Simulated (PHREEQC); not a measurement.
Dissolve 3.6 mmol/kgw LiOH and 16 mmol/kgw NH4BF4 at 25 °C. Closed to the air; pH follows from the charge balance.

Equilibrium calculation in PHREEQC: ion-association model, wateq4f.dat.

```
Quantity                   Value
----------------  --------------
pH                          3.37
ionic strength    0.0201 mol/kgw
total alkalinity    -44.4 meq/kg
```

```tsv
species	molality	activity	log γ
NH4+	0.0160	0.0139	-0.060
BF4-	0.0124	0.0107	-0.065
F-	0.00545	0.00473	-0.062
Li+	0.00360	0.00316	-0.056
HF	0.00301	0.00302	0.002
BF3OH-	0.00151	0.00130	-0.065
H3BO3	0.00144	0.00145	0.002
BF2(OH)2-	0.000682	0.000587	-0.065
H+	0.000479	0.000426	-0.051
HF2-	6.32e-5	5.48e-5	-0.062
H2F2	2.37e-5	2.38e-5	0.002
BF(OH)3-	3.16e-6	2.72e-6	-0.065
NH3	1.86e-8	1.86e-8	0.000
H2BO3-	2.27e-9	1.95e-9	-0.065
```

Precipitation was switched off in this run. Species that the database lacks are ignored. Real BF4- forms and hydrolyses slowly; the run takes it at equilibrium.
